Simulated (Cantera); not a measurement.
Cantera run:

```python
import numpy as np
import cantera as ct

gas_names = """
    CL CLO CL2 N NO NO2 NO3 N2 N2O O O2 O3 Si SiCL SiCL2 SiCL3 SiCL4 SiN SiO SiO2 Si2 Si2N Si3
""".split()
cond_names = """
    Si(cr) Si(L) SiO2(Lqz) SiO2(hqz) SiO2(L) Si2N2O(s) Si3N4(a)
""".split()


def load(file, names, dense=False):
    # The tables refer to 1 bar. Condensed volumes are neglected.
    table = {s.name: s for s in ct.Species.list_from_file(file)}
    out = []
    for n in names:
        d = dict(table[n].input_data)
        d["thermo"] = dict(d["thermo"], **{"reference-pressure": 1e5})
        if dense:
            d["equation-of-state"] = {"model": "constant-volume", "density": "1e6 g/cm^3"}
        out.append(ct.Species.from_dict(d))
    return out


gas = ct.Solution(thermo="ideal-gas", species=load("nasa_gas.yaml", gas_names))
cond = {s.name: ct.Solution(thermo="fixed-stoichiometry", species=[s], name=s.name)
        for s in load("nasa_condensed.yaml", cond_names, dense=True)}
atoms = {
    'SiCl4': {'Si': 1, 'CL': 4},
    'NO': {'N': 1, 'O': 1},
    'N2': {'N': 2},
}
top_T = {'Si2N2O(s)': 2100, 'Si3N4(a)': 2400}  # K; cautious upper limits of use, not melting points


def equilibrate(T, P, feed):
    n = {}
    for name, mol in feed.items():
        for a, k in atoms[name].items():
            n[a] = n.get(a, 0.0) + k * mol
    gas.TPX = T, P, n
    mass = sum(n.values()) * gas.mean_molecular_weight
    gas.equilibrate("TP")
    valid = [c for c in cond.values() if c.min_temp <= T <= top_T.get(c.name, c.max_temp)]
    mix = ct.Mixture([(gas, mass / gas.mean_molecular_weight)] + [(c, 0.0) for c in valid])
    mix.T, mix.P = T, P
    mix.equilibrate("TP", solver="vcs", rtol=1e-11, max_steps=5000)
    return mix


results = []
feed = {'SiCl4': 1, 'NO': 0.55, 'N2': 9.8}  # mol
P = 150  # Pa
for T in [898, 973, 1048, 1123, 1198, 1273, 1348, 1423, 1498, 1573, 1648, 1723, 1798, 1873]:
    mix = equilibrate(T, P, feed)
    results.append((T, P, feed, dict(zip(mix.species_names, mix.species_moles))))

top = {s: max(r[3][s] / sum(r[3][g] for g in gas_names) for r in results) for s in gas_names}
cols = sorted((s for s in top if top[s] > 0.001), key=lambda s: -top[s])[:9]
seen = [c for c in cond_names if any(r[3].get(c, 0) > 1e-12 for r in results)]
print("log10 of partial pressures in bar; condensed amounts in mol")
print(f"{'T/K':>10s}" + "".join(f"{s[:9]:>10s}" for s in cols + seen))
for T, P, feed, n in results:
    ng = sum(n[g] for g in gas_names)
    print(f"{T:10.4g}" + "".join(f"{np.log10(max(n[s] / ng * P / 1e5, 1e-99)):10.3f}" for s in cols)
          + "".join(f"{n.get(c, 0):10.4g}" for c in seen))
```

It prints:

```
log10 of partial pressures in bar; condensed amounts in mol
       T/K        N2        CL     SiCL4       CL2       SiO     SiCL2     SiCL3 SiO2(hqz)   SiO2(L)
       898    -2.876    -6.217    -4.019    -4.140   -25.037   -19.742   -12.722     0.275         0
       973    -2.876    -5.664    -4.019    -4.145   -21.993   -17.548   -11.512     0.275         0
      1048    -2.877    -5.193    -4.019    -4.159   -19.379   -15.663   -10.473     0.275         0
      1123    -2.878    -4.794    -4.021    -4.192   -17.097   -14.012    -9.564     0.275         0
      1198    -2.881    -4.465    -4.024    -4.262   -15.064   -12.531    -8.750     0.275         0
      1273    -2.885    -4.210    -4.028    -4.394   -13.204   -11.157    -8.001     0.275         0
      1348    -2.889    -4.034    -4.032    -4.615   -11.450    -9.836    -7.285     0.275         0
      1423    -2.893    -3.934    -4.037    -4.927    -9.769    -8.542    -6.588     0.275         0
      1498    -2.895    -3.886    -4.044    -5.293    -8.176    -7.297    -5.923     0.275         0
      1573    -2.897    -3.853    -4.067    -5.647    -6.721    -6.166    -5.327    0.2742         0
      1648    -2.905    -3.788    -4.156    -5.897    -5.506    -5.278    -4.889    0.2624         0
      1723    -2.928    -3.652    -4.409    -5.974    -4.639    -4.793    -4.738         0    0.1769
      1798    -2.961    -3.527    -4.920    -6.045    -4.224    -4.628    -4.878         0         0
      1873    -2.968    -3.501    -5.529    -6.287    -4.231    -4.439    -5.059         0         0
```

Cantera equilibrium calculation (NASA polynomials, part measured and part estimated; ideal gas, pure solids and liquids). The tables' values for SiCl3 are old estimates; treat these amounts as uncertain. The tables hold silica as quartz up to 1696 K and as liquid above; real silica turns to tridymite and cristobalite and melts near 1996 K.
